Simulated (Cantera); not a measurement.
Feed: 1 mol c-C₄F₈, 0.01 mol F₂, at 0.100 bar.

Method: chemical equilibrium by Gibbs-energy minimisation in Cantera with the NASA 1993 tables (ideal gas, pure condensed phases). Candidate condensed phases: C; 13 gas species. The feed counts by its element totals alone. The tables' values for C₂F₄ are old estimates; treat these amounts as uncertain. Condensed phases not in the tables: fluorocarbon polymer. Gases not in the tables: C₂F₆ and larger saturated fluorocarbons. Equilibrium is a limit: real reactors are often held back by kinetics, nucleation or transport.

log p: log10 of the partial pressure in bar; n: condensed amount in mol.

```json
[
 {"T (K)": "723", "log p CF₄": "-1.00", "log p F": "<-13", "log p CF₂": "<-13", "log p CF": "<-13", "log p CF₃": "<-13", "log p C₃": "<-13", "n C(graphite)": "2.00"},
 {"T (K)": "923", "log p CF₄": "-1.00", "log p F": "-12.84", "log p CF₂": "-11.00", "log p CF": "<-13", "log p CF₃": "-10.22", "log p C₃": "<-13", "n C(graphite)": "2.00"},
 {"T (K)": "1123", "log p CF₄": "-1.00", "log p F": "-9.65", "log p CF₂": "-8.15", "log p CF": "<-13", "log p CF₃": "-7.91", "log p C₃": "<-13", "n C(graphite)": "2.00"},
 {"T (K)": "1323", "log p CF₄": "-1.00", "log p F": "-7.43", "log p CF₂": "-6.17", "log p CF": "-12.00", "log p CF₃": "-6.31", "log p C₃": "<-13", "n C(graphite)": "1.99"},
 {"T (K)": "1523", "log p CF₄": "-1.00", "log p F": "-5.79", "log p CF₂": "-4.72", "log p CF": "-9.48", "log p CF₃": "-5.13", "log p C₃": "<-13", "n C(graphite)": "1.99"},
 {"T (K)": "1723", "log p CF₄": "-1.00", "log p F": "-4.53", "log p CF₂": "-3.61", "log p CF": "-7.56", "log p CF₃": "-4.23", "log p C₃": "<-13", "n C(graphite)": "1.99"},
 {"T (K)": "1923", "log p CF₄": "-1.01", "log p F": "-3.53", "log p CF₂": "-2.75", "log p CF": "-6.04", "log p CF₃": "-3.53", "log p C₃": "-11.41", "n C(graphite)": "1.98"},
 {"T (K)": "2123", "log p CF₄": "-1.05", "log p F": "-2.73", "log p CF₂": "-2.06", "log p CF": "-4.82", "log p CF₃": "-2.99", "log p C₃": "-9.32", "n C(graphite)": "1.91"},
 {"T (K)": "2323", "log p CF₄": "-1.21", "log p F": "-2.10", "log p CF₂": "-1.56", "log p CF": "-3.84", "log p CF₃": "-2.63", "log p C₃": "-7.59", "n C(graphite)": "?"},
 {"T (K)": "2523", "log p CF₄": "-1.64", "log p F": "-1.64", "log p CF₂": "-1.29", "log p CF": "-3.10", "log p CF₃": "-2.56", "log p C₃": "-6.15", "n C(graphite)": "1.25"},
 {"T (K)": "2723", "log p CF₄": "-2.48", "log p F": "-1.37", "log p CF₂": "-1.30", "log p CF": "-2.58", "log p CF₃": "-2.85", "log p C₃": "-4.92", "n C(graphite)": "1.18"},
 {"T (K)": "2923", "log p CF₄": "-3.55", "log p F": "-1.22", "log p CF₂": "-1.49", "log p CF": "-2.23", "log p CF₃": "-3.36", "log p C₃": "-3.87", "n C(graphite)": "?"},
 {"T (K)": "3123", "log p CF₄": "-4.73", "log p F": "-1.15", "log p CF₂": "-1.77", "log p CF": "-1.98", "log p CF₃": "-3.99", "log p C₃": "-2.96", "n C(graphite)": "?"}
]
```

Problem. Complete the blanks.

Solution. 
- 2323, n C(graphite): 1.68
- 2923, n C(graphite): 1.62
- 3123, n C(graphite): 1.82
